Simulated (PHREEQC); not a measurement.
# Acid mine or pickling water (model solution)

Synthetic water in mg/kgw, 91 °C, pH 3.68, pe 9.9:

```csv
constituent,mg/kgw
Na,216
K,91.4
Ca,743
Mg,101
Cl,668
S(6) as SO4,1840
Zn,1.54
Li,0.116
Cd,5.44
Cu(2),80.9
Al,0.983
```

Valence states are taken as typed.

All values are PHREEQC results (ion-association model, wateq4f.dat), not measurements.

No solid was allowed to form.

Problem. Estimate the ionic strength.

Solution. ionic strength 0.0652 mol/kgw.

Problem. In which forms is Cl present?

Solution. Cl- 99 %, CuCl+ 1.1 % of the Cl.

Saturation is exceeded, for instance for Boehmite (slow to form); the values hold only as long as no solid forms. At this temperature some constants are extrapolated from 25 °C, and those without enthalpy data are left unchanged.
